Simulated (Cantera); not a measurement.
An isothermal, constant-pressure homogeneous reactor starts with CO : O2 : H2O : N2 = 0.026 : 0.016 : 0.0024 : 1 (molar parts), equivalence ratio 0.81, at 1325 K and 750 Torr.

Detailed kinetics in Cantera: GRI-Mech 3.0 (53 species, 325 reactions).

x: mole fraction; the columns are a selection and need not sum to one.

```tsv
t (s)	x CO	x O2	x H2O	x H	x H2O2	x N2O
0.000300	0.0249	0.0153	0.00230	…	<1e-12	4.38e-12
0.000657	0.0249	0.0153	0.00230	…	3.09e-12	4.15e-11
0.00144	0.0249	0.0153	0.00229	…	9.55e-10	2.46e-9
0.00315	0.0180	0.0113	0.00175	…	5.54e-8	4.35e-7
0.00690	0.00528	0.00539	0.00196	…	5.88e-8	3.27e-7
0.0151	0.00168	0.00370	0.00221	…	3.18e-8	3.73e-7
0.0331	0.000532	0.00315	0.00229	…	1.29e-8	4.72e-7
0.0725	0.000152	0.00297	0.00231	…	4.34e-9	5.71e-7
0.159	3.85e-5	0.00292	0.00232	…	1.28e-9	5.89e-7
0.348	9.15e-6	0.00291	0.00232	…	3.57e-10	4.54e-7
0.762	2.25e-6	0.00291	0.00233	…	1.04e-10	2.07e-7
1.67	6.33e-7	0.00291	0.00233	…	3.46e-11	4.23e-8
3.65	2.26e-7	0.00291	0.00233	2.83e-10	1.42e-11	8.74e-9
8.00	1.30e-7	0.00291	0.00233	1.41e-10	8.97e-12	4.86e-9
```

**Question.** Complete the blanks.

**Answer.** 
- 0.000300, x H: 4.39e-9
- 0.000657, x H: 3.97e-8
- 0.00144, x H: 2.39e-6
- 0.00315, x H: 0.000742
- 0.00690, x H: 0.000392
- 0.0151, x H: 7.74e-5
- 0.0331, x H: 1.40e-5
- 0.0725, x H: 2.21e-6
- 0.159, x H: 3.06e-7
- 0.348, x H: 4.06e-8
- 0.762, x H: 5.99e-9
- 1.67, x H: 1.10e-9
